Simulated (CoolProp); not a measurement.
Values from CoolProp's reference Helmholtz-energy equation of state, Zhou 2012.

Task: For p-xylene, give the phase and the speed of sound (m/s), Joule-Thomson coefficient (K/MPa), Prandtl number at 228.75 °C and 3630 kPa; 328.65 °C and 3630 kPa; 346.85 °C and 3630 kPa.

Result: 
- 228.75 °C and 3630 kPa: liquid; speed of sound 596, Joule-Thomson coefficient -0.0452, Prandtl number 3.52
- 328.65 °C and 3630 kPa: liquid; speed of sound 218, Joule-Thomson coefficient 2.29, Prandtl number 2.93
- 346.85 °C and 3630 kPa: supercritical; speed of sound 90.0, Joule-Thomson coefficient 22.8, Prandtl number 2.54

Viscosity comes from a separate model (Balogun 2015). Thermal conductivity comes from a separate model (Mylona 2014).
